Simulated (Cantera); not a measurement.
Charge: 1 mol AlN, 0.062 mol C, 0.81 mol N2, held at 13.3 mbar.

These are equilibrium values from Cantera (NASA tables, ideal gas, pure condensed phases), not measurements of a reactor. Candidate condensed phases: Al, AlN, C; 16 gas species. Kinetics and transport are ignored.

Problem. Which condensed phases are stable at each of these points (T (K)): 1625, 1775, 1925, 2075, 2225, 2375, 2525, 2675?

Solution. 
```csv
T (K),condensed phases,Al condensed (%)
1625,AlN(s) + C(graphite),100.0
1775,AlN(s) + C(graphite),100.0
1925,AlN(s) + C(graphite),99.8
2075,AlN(s) + C(graphite),95.2
2225,C(graphite),0.0
2375,C(graphite),0.0
2525,C(graphite),0.0
2675,C(graphite),0.0
```

From 1625 K to 2075 K the condensed part is AlN(s) + C(graphite). From 2225 K to 2675 K the condensed part is C(graphite).
